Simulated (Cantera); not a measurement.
What does this Cantera script print?

```python
import numpy as np
import cantera as ct

gas = ct.Solution("gri30.yaml")
gas.TPX = 1325, 35000, {'CH4': 1, 'H2': 0.19, 'O2': 2.62, 'N2': 9.85}
reactor = ct.IdealGasReactor(gas, energy="on", clone=False)
net = ct.ReactorNet([reactor])
net.rtol, net.atol = 1e-08, 1e-16
show = ['CH4', 'H2', 'O2', 'HCO', 'NO', 'H', 'O']
times = np.geomspace(3e-06, 8, 10)

steps = ct.SolutionArray(gas, extra=["t"])
rows = []
print(f"{'t/s':>10s}{'T/K':>9s}{'P/Pa':>11s}" + "".join(f"{s:>11s}" for s in show))
for t in times:
    while net.time < t:
        t_next = net.step()
        steps.append(gas.state, t=t_next)
    rows.append([np.interp(t, steps.t, y) for y in (steps.T, steps.P, *steps(*show).X.T)])
    print(f"{t:10.3e}{rows[-1][0]:9.1f}{rows[-1][1]:11.4g}" + "".join(f"{x:11.3e}" for x in rows[-1][2:]))
rate = np.gradient(steps.T, steps.t)
print("integrator steps:", len(steps.t))
if steps.T.max() > steps.T[0] + 200:
    print(f"time of steepest temperature rise: {steps.t[rate.argmax()]:.4e} s")
gas.TPX = 1325, 35000, {'CH4': 1, 'H2': 0.19, 'O2': 2.62, 'N2': 9.85}
gas.equilibrate("UV")
print(f"equilibrium (UV): T = {gas.T:.1f} K  " + "  ".join(f"{s} {gas[s].X[0]:.3e}" for s in show))
```

Output:

```
       t/s      T/K       P/Pa        CH4         H2         O2        HCO         NO          H          O
 3.000e-06   1325.0    3.5e+04  7.321e-02  1.391e-02  1.918e-01  1.410e-17  3.872e-20  1.141e-09  2.612e-10
 1.553e-05   1325.0    3.5e+04  7.321e-02  1.391e-02  1.918e-01  5.468e-16  1.309e-18  1.956e-09  8.071e-10
 8.037e-05   1325.0    3.5e+04  7.321e-02  1.391e-02  1.918e-01  1.961e-14  1.552e-17  3.976e-09  1.763e-09
 4.160e-04   1325.0    3.5e+04  7.320e-02  1.391e-02  1.918e-01  1.295e-12  3.878e-16  2.846e-08  1.325e-08
 2.153e-03   1329.3  3.511e+04  7.234e-02  1.375e-02  1.913e-01  1.057e-08  2.775e-13  2.324e-06  9.458e-07
 1.115e-02   2697.7  7.318e+04  1.691e-16  1.093e-02  4.164e-02  1.405e-08  1.234e-02  6.940e-03  8.586e-03
 5.769e-02   2696.7  7.315e+04  1.698e-16  1.094e-02  4.125e-02  1.400e-08  1.323e-02  6.912e-03  8.505e-03
 2.986e-01   2696.7  7.315e+04  1.698e-16  1.094e-02  4.125e-02  1.400e-08  1.323e-02  6.912e-03  8.505e-03
 1.546e+00   2696.7  7.315e+04  1.698e-16  1.094e-02  4.125e-02  1.400e-08  1.323e-02  6.912e-03  8.505e-03
 8.000e+00   2696.7  7.315e+04  1.698e-16  1.094e-02  4.125e-02  1.400e-08  1.323e-02  6.912e-03  8.505e-03
integrator steps: 1887
time of steepest temperature rise: 4.4735e-03 s
equilibrium (UV): T = 2696.7 K  CH4 2.337e-16  H2 1.094e-02  O2 4.125e-02  HCO 1.400e-08  NO 1.323e-02  H 6.912e-03  O 8.505e-03
```

Cantera simulation using GRI-Mech 3.0 (53 species, 325 reactions); the numbers are that mechanism's predictions, not measurements.
